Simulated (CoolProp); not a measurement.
The numbers come from the reference Helmholtz-energy equation of state, Thol 2019 in CoolProp.

Question: For n-pentane, give the phase and the Z, speed of sound (m/s), Joule-Thomson coefficient (K/MPa) at 427.9 K and 36.8 bar; 427.9 K and 57.3 bar; 427.9 K and 216 bar.

Answer: 
- 427.9 K and 36.8 bar: liquid; Z 0.160, speed of sound 440, Joule-Thomson coefficient 0.440
- 427.9 K and 57.3 bar: liquid; Z 0.242, speed of sound 495, Joule-Thomson coefficient 0.245
- 427.9 K and 216 bar: liquid; Z 0.821, speed of sound 743, Joule-Thomson coefficient -0.180
